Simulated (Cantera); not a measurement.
Cantera run, input and output.

```python
import numpy as np
import cantera as ct

surf = ct.Interface("ptcombust.yaml", "Pt_surf")
gas = surf.adjacent["gas"]
gas.TPX = 750, 101325, {'CH4': 0.039, 'O2': 0.012, 'N2': 0.79}
surf.TP = 750, 101325
reactor = ct.FlowReactor(gas, clone=False)
reactor.area = 0.0001  # m2
reactor.surface_area_to_volume_ratio = 1900  # 1/m
reactor.mass_flow_rate = 0.12 * reactor.area * gas.density  # inlet velocity 0.12 m/s
reactor.energy_enabled = False
wall = ct.ReactorSurface(surf, reactor, clone=False)
net = ct.ReactorNet([reactor])
net.rtol, net.atol = 1e-8, 1e-16
show, cover = ['CH4', 'O2', 'H2O', 'CO2', 'CO'], ['PT(S)', 'H(S)', 'O(S)', 'OH(S)', 'CO(S)', 'C(S)']

rows = []
print(f"{'z/m':>9s}{'u/(m/s)':>9s}" + "".join(f"{s:>13s}" for s in show + cover))
for z in [8.9e-05, 0.00017, 0.00033, 0.00064, 0.0012, 0.0024, 0.0046, 0.0089]:
    net.advance(z)
    rows.append([reactor.speed, *gas[show].X, *surf[cover].coverages])
    print(f"{z:9.4g}{rows[-1][0]:9.3g}" + "".join(f"{x:13.4e}" for x in rows[-1][1:]))
```

It prints:

```
      z/m  u/(m/s)          CH4           O2          H2O          CO2           CO        PT(S)         H(S)         O(S)        OH(S)        CO(S)         C(S)
  8.9e-05     0.12   4.3180e-02   9.5330e-03   6.2411e-03   6.4392e-05   3.0579e-03   1.1528e-01   2.3728e-04   2.5077e-06   6.4266e-06   4.6033e-01   4.2414e-01
  0.00017     0.12   4.2503e-02   8.5396e-03   7.5563e-03   6.4937e-05   3.7188e-03   8.5102e-02   3.3421e-04   8.4868e-07   2.2577e-06   3.0081e-01   6.1375e-01
  0.00033     0.12   4.1864e-02   7.6053e-03   8.7913e-03   6.5169e-05   4.3429e-03   6.1620e-02   4.0494e-04   3.2315e-07   8.8347e-07   1.8244e-01   7.5553e-01
  0.00064     0.12   4.1287e-02   6.7657e-03   9.8987e-03   6.5265e-05   4.9062e-03   4.4403e-02   4.4928e-04   1.3351e-07   3.7407e-07   1.0632e-01   8.4882e-01
   0.0012     0.12   4.0794e-02   6.0516e-03   1.0838e-02   6.5301e-05   5.3878e-03   3.2503e-02   4.7315e-04   6.0390e-08   1.7320e-07   6.2283e-02   9.0474e-01
   0.0024     0.12   4.0304e-02   5.3476e-03   1.1760e-02   6.5313e-05   5.8661e-03   2.3073e-02   4.8526e-04   2.6044e-08   7.6753e-08   3.4045e-02   9.4239e-01
   0.0046     0.12   3.9888e-02   4.7563e-03   1.2531e-02   6.5311e-05   6.2717e-03   1.6765e-02   4.8725e-04   1.2093e-08   3.6642e-08   1.9166e-02   9.6358e-01
   0.0089     0.12   3.9503e-02   4.2161e-03   1.3230e-02   6.5303e-05   6.6469e-03   1.2156e-02   4.8260e-04   5.6409e-09   1.7632e-08   1.0656e-02   9.7670e-01
```

Computed with Cantera and Deutschmann's 1995 Pt surface mechanism with GRI-Mech 3.0 gas chemistry. Catalytic surfaces can have several steady states; this one follows from the mechanism file's or the stated starting coverage. Mass transfer to the wall is taken as infinitely fast.
